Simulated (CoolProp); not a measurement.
R115 along the isobar 2.14 MPa: fugacity coefficient from the reference equation and from simpler models built on Tc = 353.1 K, pc = 3.129 MPa, ω = 0.248; each cubic takes its own stable root.

Computed with CoolProp (reference Helmholtz-energy equation of state, Lemmon 2016).

```csv
T (K),phase,reference
249,liquid,0.09167
258.8,liquid,0.1288
268.6,liquid,0.1751
278.3,liquid,0.2305
288.1,liquid,0.2964
297.9,liquid,0.3722
307.6,liquid,0.4563
317.4,liquid,0.5495
327.1,liquid,0.6481
336.9,gas,0.7365
346.7,gas,0.7632
356.4,gas,0.7854
366.2,gas,0.8049
376,gas,0.8220
385.7,gas,0.8371
395.5,gas,0.8508
```

How far does each simpler model (van der Waals, Redlich-Kwong) lie from the reference over these 16 states: mean and median of the absolute difference, and the worst?


- van der Waals: mean 53.2 %, median 23.0 %, worst +221.0 % at 249 K and 2.14 MPa
- Redlich-Kwong: mean 14.9 %, median 8.7 %, worst +50.4 % at 249 K and 2.14 MPa

At some of these states van der Waals gives the other phase, because its saturation line lies elsewhere.
